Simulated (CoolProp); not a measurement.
Vapour-liquid equilibrium of propane (1) + isobutene (2) at -5.65 °C; x and y are mole fractions of (1).

Model: multi-fluid Helmholtz-energy mixture model, Lemmon 2009 and Lemmon 2005; pair parameters Bell 2016, in CoolProp.

```csv
x,"bubble pressure, mixture model (MPa)","bubble pressure, Raoult's law (MPa)","y, mixture model","y, Raoult's law"
0.05,0.1273,0.1214,0.195,0.164
0.125,0.1541,0.1432,0.376,0.347
0.2,0.1776,0.1650,0.494,0.482
0.275,0.1989,0.1868,0.581,0.585
0.35,0.2191,0.2086,0.651,0.667
0.425,0.2386,0.2304,0.709,0.733
0.5,0.2580,0.2523,0.760,0.788
0.575,0.2776,0.2741,0.806,0.834
0.65,0.2976,0.2959,0.848,0.874
0.725,0.3181,0.3177,0.886,0.908
0.8,0.3392,0.3395,0.921,0.937
0.875,0.3608,0.3614,0.954,0.963
0.95,0.3829,0.3832,0.982,0.986
```

The largest gap from Raoult's law is +7.6 % in bubble pressure, at x = 0.125. No azeotrope shows between x = 0.05 and 0.95.

The pair parameters rest on a limited set of measurements; away from them the model extrapolates.
